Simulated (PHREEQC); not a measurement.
Model water analysis in mg/L, 55 °C, pH 2.05, pe 9.4:

```tsv
constituent	mg/L
Na	568
K	118
Ca	444
Mg	151
Cl	845
S(6) as SO4	2920
Fe(3)	94.4
F	4.23
```

Valence states are taken as typed.

Model: ion-association model, phreeqc.dat, run in PHREEQC.

No solid was allowed to form.

Question: What ionic strength, charge-balance error does the model give?

Answer: ionic strength 0.0845 mol/kgw; charge-balance error 3.2 %.

Question: In which forms is S present?

Answer: SO4-2 39 %, HSO4- 34 %, CaSO4 9.6 %, MgSO4 9.3 %, FeSO4+ 3.8 %, NaSO4- 2.1 % of the S.

Examples of supersaturated solids here: Jarosite-K, Hematite (slow to form). Others may be too. Complexes and solids missing from the database can't appear. Away from 25 °C the constants follow the database's enthalpies or fits; those with neither stay at their 25 °C values. Fluoro complexes past AlF4- and FeF3 are missing from the database.
